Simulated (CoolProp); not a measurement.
Chloromethane (R40) at 293.15 K and 6.78 MPa is throttled through a valve to 1.03 MPa with no heat exchange. Each further row changes one setting.

The numbers come from the reference Helmholtz-energy equation of state, Thol 2014 in CoolProp.

| case | temperature change (K) | final phase | final density (kg/m³) |
|---|---|---|---|
| as stated | +1.5 | liquid | 920 |
| outlet pressure 0.309 MPa | -14.9 | … | 98.1 |
| outlet pressure 1.34 MPa | … | liquid | … |

Some entries are withheld; supply them.


- outlet pressure 0.309 MPa, final phase: two-phase, vapour fraction 0.067
- outlet pressure 1.34 MPa, temperature change (K): +1.4
- outlet pressure 1.34 MPa, final density (kg/m³): 921
